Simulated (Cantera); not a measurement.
Predominance diagram of V at 975 K against the partial pressures of O2 and N2 (log10, bar). Source: NASA polynomial tables (part measured, part estimated), evaluated in Cantera. Candidates: V(s), VN(s), VO(s), V2O3(s), V2O4(s), V2O5(l). Only these pure phases compete in this equilibrium. VN, VO: taken at fixed stoichiometry. Not in the tables: V3O5 to V6O13, V2N.

```
log p(N2) \ log p(O2)
        columns: -18, -17.2, -16.3, -15.5, -14.7, -13.9, -13, -12.2, -11.4, -10.6, -9.7, -8.9, -8.1, -7.3, -6.4, -5.6, -4.8, -4, -3.1, -2.3, -1.5, -0.7, 0.2, 1
      1  A A A A A B B B B B B B B B B B B B C C C C C C
   -0.6  A A A A A B B B B B B B B B B B B B C C C C C C
   -2.2  A A A A A B B B B B B B B B B B B B C C C C C C
   -3.8  A A A A A B B B B B B B B B B B B B C C C C C C
   -5.3  A A A A A B B B B B B B B B B B B B C C C C C C
   -6.9  A A A A A B B B B B B B B B B B B B C C C C C C
   -8.5  A A A A A B B B B B B B B B B B B B C C C C C C
  -10.1  A A A A A B B B B B B B B B B B B B C C C C C C
  -11.7  A A A A A B B B B B B B B B B B B B C C C C C C
  -13.2  A A A A A B B B B B B B B B B B B B C C C C C C
  -14.8  A A A A A B B B B B B B B B B B B B C C C C C C
  -16.4  A A A A A B B B B B B B B B B B B B C C C C C C
    -18  A A A A A B B B B B B B B B B B B B C C C C C C
```

A: V2O3(s); B: V2O4(s); C: V2O5(l).
